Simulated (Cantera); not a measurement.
## Diamond growth

A diamond (100) surface in a fixed gas of H2 with x(CH4) = 0.0048, x(H) = 0.0011, x(CH3) = 0.0011, 0.0533 atm; coverages are run to steady state.

Detailed kinetics in Cantera: the Harris–Goodwin 1993 mechanism for the reconstructed diamond (100) surface.

```csv
T (K),growth (µm/h),θ c6HH,θ c6H*,θ c6*H,θ c6**,θ c6HM
950,12.2,0.367,0.00784,0.186,0.00289,0.334
1025,16.5,0.395,0.0136,0.260,0.00579,0.231
1100,14.1,0.440,0.0229,0.362,0.0109,0.106
1175,8.04,0.453,0.0330,0.444,0.0171,0.0285
1250,5.60,0.434,0.0415,0.483,0.0226,0.00625
1325,5.10,0.413,0.0487,0.500,0.0276,0.00137
1400,3.59,0.400,0.0553,0.506,0.0324,0.000310
```
θ: site fractions in the mechanism's names (c6HH fully hydrogenated, c6H* and c6*H radical sites, c6** diradical, c6HM methylated).
